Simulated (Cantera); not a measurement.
## Premixed flame

A freely propagating, adiabatic, planar premixed flame of H2 : O2 : N2 = 1 : 0.455 : 1.71 (molar parts), equivalence ratio 1.1, unburnt at 325 K and 760 Torr; multicomponent transport, grid criteria slope 0.08 and curve 0.16, no radiation.

Detailed kinetics in Cantera: the H2/O2 subset of GRI-Mech 3.0, which has no nitrogen chemistry. Burning velocities carry a grid error of a few per cent, more on coarse grids.

```json
[
 {"z (mm)": "-1.04", "T (K)": "325", "u (m/s)": "2.86", "x H2": "0.316", "x O2": "0.144", "x H2O2": "<1e-8", "x H": "<1e-8", "x HO2": "<1e-8", "x O": "<1e-8"},
 {"z (mm)": "-0.692", "T (K)": "325", "u (m/s)": "2.86", "x H2": "0.316", "x O2": "0.144", "x H2O2": "<1e-8", "x H": "<1e-8", "x HO2": "<1e-8", "x O": "<1e-8"},
 {"z (mm)": "-0.519", "T (K)": "325", "u (m/s)": "2.86", "x H2": "0.316", "x O2": "0.144", "x H2O2": "<1e-8", "x H": "<1e-8", "x HO2": "<1e-8", "x O": "<1e-8"},
 {"z (mm)": "-0.346", "T (K)": "325", "u (m/s)": "2.86", "x H2": "0.316", "x O2": "0.144", "x H2O2": "<1e-8", "x H": "<1e-8", "x HO2": "4.08e-8", "x O": "<1e-8"},
 {"z (mm)": "-0.173", "T (K)": "334", "u (m/s)": "2.92", "x H2": "0.311", "x O2": "0.145", "x H2O2": "3.63e-6", "x H": "1.83e-7", "x HO2": "2.99e-5", "x O": "5.42e-7"},
 {"z (mm)": "-0.0865", "T (K)": "565", "u (m/s)": "4.79", "x H2": "0.278", "x O2": "0.142", "x H2O2": "0.000117", "x H": "0.00154", "x HO2": "0.000436", "x O": "9.79e-5"},
 {"z (mm)": "0", "T (K)": "1064", "u (m/s)": "8.69", "x H2": "0.192", "x O2": "0.113", "x H2O2": "2.11e-5", "x H": "0.0210", "x HO2": "0.000130", "x O": "0.00234"},
 {"z (mm)": "0.0865", "T (K)": "1420", "u (m/s)": "11.4", "x H2": "0.101", "x O2": "0.0581", "x H2O2": "4.01e-6", "x H": "0.0459", "x HO2": "5.41e-5", "x O": "0.00761"},
 {"z (mm)": "0.173", "T (K)": "1603", "u (m/s)": "12.8", "x H2": "0.0636", "x O2": "0.0293", "x H2O2": "2.40e-6", "x H": "0.0516", "x HO2": "2.47e-5", "x O": "0.00916"},
 {"z (mm)": "0.346", "T (K)": "1777", "u (m/s)": "14.1", "x H2": "0.0543", "x O2": "0.0186", "x H2O2": "1.22e-6", "x H": "0.0431", "x HO2": "1.33e-5", "x O": "0.00833"},
 {"z (mm)": "0.692", "T (K)": "1941", "u (m/s)": "15.2", "x H2": "0.0528", "x O2": "0.0145", "x H2O2": "6.16e-7", "x H": "0.0310", "x HO2": "8.62e-6", "x O": "0.00632"},
 {"z (mm)": "1.38", "T (K)": "2090", "u (m/s)": "16.2", "x H2": "0.0495", "x O2": "0.0107", "x H2O2": "3.51e-7", "x H": "0.0208", "x HO2": "5.35e-6", "x O": "0.00424"},
 {"z (mm)": "2.77", "T (K)": "2216", "u (m/s)": "17.0", "x H2": "0.0449", "x O2": "0.00728", "x H2O2": "2.27e-7", "x H": "0.0131", "x HO2": "3.15e-6", "x O": "0.00253"}
]
```
x: mole fraction of selected species; z is measured from the peak of heat release.

```yaml
laminar_burning_velocity: 286 cm/s
thermal_thickness: 0.346 mm
peak x(H2O2): 0.000119
peak x(H): 0.0517
peak x(HO2): 0.000507
peak x(O): 0.00918
```
